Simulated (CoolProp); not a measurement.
Properties of R507A along the isobar 34.1 bar (Tc = 70.6 °C, pc = 37.05 bar, ω = 0.286).

Model: reference Helmholtz-energy equation of state, Lemmon 2003, in CoolProp. It is a pseudo-pure fit of the blend.

```json
[
 {"T (°C)": "-31.05", "phase": "liquid", "Z": "0.1310", "cp (kJ/(kg K))": "1.263", "isothermal compressibility (1/MPa)": "0.002689", "expansivity (1/kK)": "2.466", "viscosity (µPa s)": "298", "fugacity coefficient": "0.06292"},
 {"T (°C)": "-13.25", "phase": "liquid", "Z": "0.1279", "cp (kJ/(kg K))": "1.307", "isothermal compressibility (1/MPa)": "0.003681", "expansivity (1/kK)": "2.788", "viscosity (µPa s)": "233", "fugacity coefficient": "0.1180"},
 {"T (°C)": "4.65", "phase": "liquid", "Z": "0.1263", "cp (kJ/(kg K))": "1.367", "isothermal compressibility (1/MPa)": "0.005343", "expansivity (1/kK)": "3.285", "viscosity (µPa s)": "182", "fugacity coefficient": "0.1991"},
 {"T (°C)": "22.45", "phase": "liquid", "Z": "0.1267", "cp (kJ/(kg K))": "1.455", "isothermal compressibility (1/MPa)": "0.008500", "expansivity (1/kK)": "4.122", "viscosity (µPa s)": "142", "fugacity coefficient": "(withheld)"},
 {"T (°C)": "40.25", "phase": "liquid", "Z": "0.1303", "cp (kJ/(kg K))": "1.609", "isothermal compressibility (1/MPa)": "0.01619", "expansivity (1/kK)": "5.854", "viscosity (µPa s)": "111", "fugacity coefficient": "0.4391"},
 {"T (°C)": "75.95", "phase": "gas", "Z": "0.5660", "cp (kJ/(kg K))": "1.978", "isothermal compressibility (1/MPa)": "0.6741", "expansivity (1/kK)": "19.46", "viscosity (µPa s)": "20.0", "fugacity coefficient": "0.6979"},
 {"T (°C)": "93.75", "phase": "gas", "Z": "0.6802", "cp (kJ/(kg K))": "1.427", "isothermal compressibility (1/MPa)": "0.4677", "expansivity (1/kK)": "9.557", "viscosity (µPa s)": "18.9", "fugacity coefficient": "0.7491"},
 {"T (°C)": "111.65", "phase": "gas", "Z": "0.7478", "cp (kJ/(kg K))": "1.293", "isothermal compressibility (1/MPa)": "0.4055", "expansivity (1/kK)": "6.746", "viscosity (µPa s)": "18.8", "fugacity coefficient": "0.7888"},
 {"T (°C)": "129.45", "phase": "gas", "Z": "0.7951", "cp (kJ/(kg K))": "1.242", "isothermal compressibility (1/MPa)": "0.3740", "expansivity (1/kK)": "5.353", "viscosity (µPa s)": "19.0", "fugacity coefficient": "0.8207"},
 {"T (°C)": "147.25", "phase": "gas", "Z": "0.8308", "cp (kJ/(kg K))": "(withheld)", "isothermal compressibility (1/MPa)": "(withheld)", "expansivity (1/kK)": "4.498", "viscosity (µPa s)": "19.3", "fugacity coefficient": "0.8469"},
 {"T (°C)": "165.15", "phase": "gas", "Z": "0.8589", "cp (kJ/(kg K))": "1.214", "isothermal compressibility (1/MPa)": "0.3413", "expansivity (1/kK)": "3.912", "viscosity (µPa s)": "19.6", "fugacity coefficient": "0.8690"},
 {"T (°C)": "182.95", "phase": "gas", "Z": "0.8814", "cp (kJ/(kg K))": "1.215", "isothermal compressibility (1/MPa)": "0.3318", "expansivity (1/kK)": "3.484", "viscosity (µPa s)": "20.1", "fugacity coefficient": "0.8875"},
 {"T (°C)": "200.75", "phase": "gas", "Z": "0.8998", "cp (kJ/(kg K))": "1.222", "isothermal compressibility (1/MPa)": "(withheld)", "expansivity (1/kK)": "3.156", "viscosity (µPa s)": "20.5", "fugacity coefficient": "(withheld)"},
 {"T (°C)": "218.65", "phase": "gas", "Z": "0.9152", "cp (kJ/(kg K))": "1.231", "isothermal compressibility (1/MPa)": "0.3189", "expansivity (1/kK)": "2.893", "viscosity (µPa s)": "21.0", "fugacity coefficient": "0.9170"}
]
```

Question: What belongs in the gaps?

Answer: 
- 22.45, fugacity coefficient: 0.3068
- 147.25, cp (kJ/(kg K)): 1.220
- 147.25, isothermal compressibility (1/MPa): 0.3546
- 200.75, isothermal compressibility (1/MPa): 0.3245
- 200.75, fugacity coefficient: 0.9033

Viscosity comes from a separate model (Geller 2000).
